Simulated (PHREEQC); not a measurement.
A solution holds 0.98 mol/kgw H2SO4, 0.01 mol/kgw K2SO4 and 4.4e-05 mol/kgw H4SiO4, at 25 °C. Closed to the air; pH follows from the charge balance.

The numbers come from PHREEQC with the Pitzer model, pitzer.dat.

Q: The ionic strength comes out as 1.45 mol/kgw. What activity coefficients do K+, H+, SO4-2, HSO4- get?

A: K+ 0.71, H+ 1.0, SO4-2 0.020, HSO4- 0.71. Single-ion values are on the MacInnes scale.

No solid was allowed to form. In brines, pH and single-ion activities rest on the MacInnes convention.
